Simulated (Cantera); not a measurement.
Moist CO burnout

An isothermal, constant-pressure homogeneous reactor starts with 2.34 % CO, 6.85 % O2, 4.08 % H2O, 86.7 % N2, at 1075 K and 1000000 Pa.

Computed with Cantera and GRI-Mech 3.0 (53 species, 325 reactions).

```csv
t (s),x CO,x O2,x H2O,x NO,x H2
0.000100,0.0234,0.0685,0.0408,<1e-12,6.17e-11
0.000242,0.0234,0.0685,0.0408,<1e-12,2.67e-10
0.000588,0.0234,0.0685,0.0408,<1e-12,1.36e-9
0.00143,0.0234,0.0685,0.0408,<1e-12,9.93e-9
0.00346,0.0234,0.0685,0.0408,<1e-12,1.54e-7
0.00838,0.0228,0.0682,0.0408,<1e-12,3.02e-6
0.0203,0.0207,0.0672,0.0408,1.93e-12,1.22e-5
0.0492,0.0164,0.0652,0.0409,8.12e-12,1.87e-5
0.119,0.0101,0.0622,0.0410,2.28e-11,1.40e-5
0.289,0.00425,0.0595,0.0411,3.41e-11,5.59e-6
0.702,0.00131,0.0581,0.0412,2.86e-11,1.57e-6
1.70,0.000341,0.0576,0.0412,2.35e-11,4.20e-7
4.12,6.61e-5,0.0575,0.0412,3.24e-11,1.03e-7
10.0,4.44e-6,0.0575,0.0412,1.48e-10,1.10e-8
```
x: mole fraction; the columns are a selection and need not sum to one.

Equilibrium at this temperature and pressure: CO 2.05e-11, O2 0.0575, H2O 0.0412, NO 3.74e-5, H2 3.84e-11 (gas phase only).
